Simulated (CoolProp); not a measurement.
R365MFC along the isobar 0.387 MPa: fugacity coefficient from the reference equation and from simpler models built on Tc = 186.9 °C, pc = 3.266 MPa, ω = 0.377; each cubic takes its own stable root.

Values from CoolProp's reference Helmholtz-energy equation of state, Lemmon 2016.

```tsv
T (°C)	phase	reference
90.55	gas	0.9047
107.55	gas	0.9196
124.65	gas	0.9312
141.65	gas	0.9403
158.65	gas	0.9477
175.75	gas	0.9538
192.75	gas	0.9589
209.85	gas	0.9634
226.85	gas	0.9673
```

Q: How far does each simpler model (van der Waals, Redlich-Kwong, Peng-Robinson) lie from the reference over these 9 states: mean and median of the absolute difference, and the worst?

A: 
- van der Waals: mean 1.6 %, median 1.2 %, worst +3.8 % at 90.55 °C and 0.387 MPa
- Redlich-Kwong: mean 0.7 %, median 0.5 %, worst +2.0 % at 90.55 °C and 0.387 MPa
- Peng-Robinson: mean 0.2 %, median 0.2 %, worst +0.3 % at 90.55 °C and 0.387 MPa
